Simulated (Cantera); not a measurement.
An isothermal plug-flow reactor at 800 K and 0.640 bar (inlet), inlet velocity 1.1 m/s, active area per volume 4700 1/m; feed 0.309 % CH₄, 6.84 % O₂, 87.2 % N₂, 5.63 % H₂O, equivalence ratio 0.090.

Computed with Cantera and Deutschmann's 1995 Pt surface mechanism with GRI-Mech 3.0 gas chemistry. Catalytic surfaces can have several steady states; this one follows from the mechanism file's or the stated starting coverage. Mass transfer to the wall is taken as infinitely fast.

Task: Predict: x(CH₄) at z = 0.02 m; x(O₂) at z = 0.02 m; x(H₂O) at z = 0.02 m; x(CO₂) at z = 0.02 m; x(CO) at z = 0.02 m; θ(free Pt) at the exit; θ(O*) at the exit; θ(OH*) at the exit.

Result: 
| Item | Result |
|---|---|
| x(CH₄) at z = 0.02 m | 0.00245 |
| x(O₂) at z = 0.02 m | 0.0672 |
| x(H₂O) at z = 0.02 m | 0.0576 |
| x(CO₂) at z = 0.02 m | 0.000637 |
| x(CO) at z = 0.02 m | 3.76e-7 |
| θ(free Pt) at the exit | 0.0508 |
| θ(O*) at the exit | 0.945 |
| θ(OH*) at the exit | 0.00449 |
